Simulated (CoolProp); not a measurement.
Model: reference Helmholtz-energy equation of state, Lemmon 2006, in CoolProp. It is a short technical equation, of lower accuracy than the large ones.

Q: For n-nonane, give the phase and the cp (kJ/(kg K)), speed of sound (m/s), isothermal compressibility (1/MPa), Prandtl number at 250.35 °C and 1040 kPa; 250.35 °C and 5190 kPa; 250.35 °C and 8300 kPa.

A: 
- 250.35 °C and 1040 kPa: liquid; cp 3.26, speed of sound 405, isothermal compressibility 0.0150, Prandtl number 4.01
- 250.35 °C and 5190 kPa: liquid; cp 3.14, speed of sound 507, isothermal compressibility 0.00882, Prandtl number 4.12
- 250.35 °C and 8300 kPa: liquid; cp 3.10, speed of sound 564, isothermal compressibility 0.00688, Prandtl number 4.21

Viscosity comes from a separate model (Huber 2004). Thermal conductivity comes from a separate model (Huber 2005).
